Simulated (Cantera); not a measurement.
A Cantera script and its output.

```python
import numpy as np
import cantera as ct

gas = ct.Solution("gri30.yaml")
gas.TPX = 1623, 101325, {'CH4': 1, 'N2': 52}
reactor = ct.IdealGasConstPressureReactor(gas, energy="off", clone=False)
net = ct.ReactorNet([reactor])
net.rtol, net.atol = 1e-08, 1e-18
show = ['CH4', 'C2H', 'CH3', 'HCN', 'C2H4', 'H2', 'C2H6']
times = np.geomspace(5e-05, 80, 12)

steps = ct.SolutionArray(gas, extra=["t"])
rows = []
print(f"{'t/s':>10s}{'T/K':>9s}{'P/Pa':>11s}" + "".join(f"{s:>11s}" for s in show))
for t in times:
    while net.time < t:
        t_next = net.step()
        steps.append(gas.state, t=t_next)
    rows.append([np.interp(t, steps.t, y) for y in (steps.T, steps.P, *steps(*show).X.T)])
    print(f"{t:10.3e}{rows[-1][0]:9.1f}{rows[-1][1]:11.4g}" + "".join(f"{x:11.3e}" for x in rows[-1][2:]))
rate = np.gradient(steps.T, steps.t)
print("integrator steps:", len(steps.t))
if steps.T.max() > steps.T[0] + 200:
    print(f"time of steepest temperature rise: {steps.t[rate.argmax()]:.4e} s")
gas.TPX = 1623, 101325, {'CH4': 1, 'N2': 52}
gas.equilibrate("TP")
print(f"equilibrium (TP): T = {gas.T:.1f} K  " + "  ".join(f"{s} {gas[s].X[0]:.3e}" for s in show))
```

Result:

```
       t/s      T/K       P/Pa        CH4        C2H        CH3        HCN       C2H4         H2       C2H6
 5.000e-05   1623.0  1.013e+05  1.886e-02  8.370e-19  4.942e-06  1.404e-14  1.508e-09  2.429e-06  4.015e-09
 1.832e-04   1623.0  1.013e+05  1.885e-02  6.535e-16  1.802e-05  2.710e-13  7.946e-08  9.301e-06  1.779e-07
 6.714e-04   1623.0  1.013e+05  1.879e-02  3.808e-13  5.755e-05  6.660e-12  3.332e-06  4.037e-05  4.830e-06
 2.460e-03   1623.0  1.013e+05  1.845e-02  4.472e-11  1.394e-04  2.064e-10  8.470e-05  3.041e-04  4.452e-05
 9.016e-03   1623.0  1.013e+05  1.615e-02  1.478e-09  1.859e-04  8.245e-09  6.984e-04  2.971e-03  8.546e-05
 3.304e-02   1623.0  1.013e+05  1.142e-02  6.063e-09  1.054e-04  5.931e-08  3.149e-04  1.050e-02  2.603e-05
 1.211e-01   1623.0  1.013e+05  6.113e-03  9.912e-09  5.153e-05  1.972e-07  6.700e-05  1.865e-02  5.885e-06
 4.437e-01   1623.0  1.013e+05  2.276e-03  1.272e-08  1.899e-05  4.484e-07  2.492e-05  2.438e-02  7.669e-07
 1.626e+00   1623.0  1.013e+05  6.753e-04  1.400e-08  5.675e-06  7.420e-07  2.240e-05  2.675e-02  6.770e-08
 5.958e+00   1623.0  1.013e+05  2.049e-04  1.441e-08  1.729e-06  1.037e-06  2.302e-05  2.745e-02  6.735e-09
 2.183e+01   1623.0  1.013e+05  1.132e-04  1.450e-08  9.567e-07  1.459e-06  2.321e-05  2.758e-02  2.440e-09
 8.000e+01   1623.0  1.013e+05  1.106e-04  1.450e-08  9.348e-07  2.829e-06  2.321e-05  2.758e-02  2.354e-09
integrator steps: 1584
equilibrium (TP): T = 1623.0 K  CH4 3.609e-05  C2H 1.516e-09  CH3 3.043e-07  HCN 1.655e-02  C2H4 2.443e-06  H2 2.772e-02  C2H6 2.494e-10
```

Model: GRI-Mech 3.0 (53 species, 325 reactions), integrated in Cantera. GRI-Mech 3.0 stops at C3 and has no aromatics, soot or wall deposition, so with more carbon than oxygen in the feed, carbon stays in small species such as C2H2 where larger ones or solid carbon would form.
